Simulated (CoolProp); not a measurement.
Methane along the isotherm -70.55 °C: density (kg/m³) from the reference equation and from simpler models built on Tc = -82.6 °C, pc = 4599 kPa, ω = 0.011; each cubic takes its own stable root.

The numbers come from the reference Helmholtz-energy equation of state, Setzmann 1991 in CoolProp.

| p (kPa) | phase | reference |
|---|---|---|
| 431 | gas | 4.217 |
| 862 | gas | 8.678 |
| 1290 | gas | 13.39 |
| 1720 | gas | 18.45 |
| 2160 | gas | 24.03 |
| 2590 | gas | 29.96 |
| 3020 | gas | 36.48 |
| 3450 | gas | 43.74 |
| 3880 | gas | 51.97 |
| 4310 | gas | 61.52 |
| 4740 | supercritical | 72.99 |
| 5170 | supercritical | 87.45 |
| 5610 | supercritical | 107.5 |
| 6040 | supercritical | 135.8 |
| 6470 | supercritical | 169.7 |
| 6900 | supercritical | 195.4 |

Question: How far does each simpler model (ideal gas, van der Waals, Redlich-Kwong, Soave-Redlich-Kwong, Peng-Robinson) lie from the reference over these 16 states: mean and median of the absolute difference, and the worst?

Answer: 
- ideal gas: mean 30.5 %, median 26.9 %, worst -66.4 % at -70.55 °C and 6900 kPa
- van der Waals: mean 2.7 %, median 1.4 %, worst -13.8 % at -70.55 °C and 6900 kPa
- Redlich-Kwong: mean 1.8 %, median 0.3 %, worst -11.1 % at -70.55 °C and 6900 kPa
- Soave-Redlich-Kwong: mean 1.8 %, median 0.2 %, worst -11.3 % at -70.55 °C and 6900 kPa
- Peng-Robinson: mean 2.9 %, median 2.8 %, worst +4.9 % at -70.55 °C and 5170 kPa
